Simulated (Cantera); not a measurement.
Standard-state values (1 bar) from the NASA 1993 polynomials, evaluated with Cantera. Values are per mole of reaction as written; species without (g) are pure solids or liquids, kept so even where they would boil at 1 bar.

Q: Between 300 and 2025 K, where is each reaction favourable under standard conditions?
- 2 N(g) + 6 HCl(g) + 3 Sr → 2 NH3(g) + 3 SrCl2

A: 
- 2 N(g) + 6 HCl(g) + 3 Sr → 2 NH3(g) + 3 SrCl2: ΔG° is -2711 kJ at 300 K and -1350 kJ at 2025 K; it stays negative (K > 1). ΔH° is -2799 kJ and ΔS° -716 J/K at 2025 K.
